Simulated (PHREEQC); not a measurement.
Solution (25 °C): 1.5 mol/kgw MgCl2 and 0.014 mol/kgw NaHCO3. Closed to the air; pH follows from the charge balance.

Model: Pitzer model, pitzer.dat, run in PHREEQC.

Precipitation was switched off in this run.

Task: Estimate the pH, density, osmotic coefficient.

Result: pH 6.52; density 1.105 g/cm³; osmotic coefficient 1.307.

Task: In which forms is C present?

Result: HCO3- 79 %, CO2 10 %, MgCO3 5.7 %, CO3-2 4.8 % of the C.

The solution is supersaturated, for example in Magnesite (slow to form), so a real one may precipitate; this is no full list. Complexes and solids missing from the database can't appear. In brines, pH and single-ion activities rest on the MacInnes convention.
